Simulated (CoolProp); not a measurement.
Vapour-liquid equilibrium of hydrogen chloride (1) + n-butane (2) at 193 K; x and y are mole fractions of (1).

The numbers come from the multi-fluid Helmholtz-energy mixture model, Thol 2018 and Bücker 2006; pair parameters Bell 2016 in CoolProp.

### Question
Give the bubble pressure and the first vapour's composition at x = 0.15, 0.25, 0.35. Is there an azeotrope?

### Answer
x = 0.15: 0.06266 MPa, y = 0.984; x = 0.25: 0.08997 MPa, y = 0.990; x = 0.35: 0.1050 MPa, y = 0.992. No azeotrope shows between x = 0.05 and 0.95.

Pair parameters are fitted to limited data, so mixtures are less certain than the pure fluids. With so large a gap from Raoult's law the liquid may split in two, which this calculation doesn't test in full.
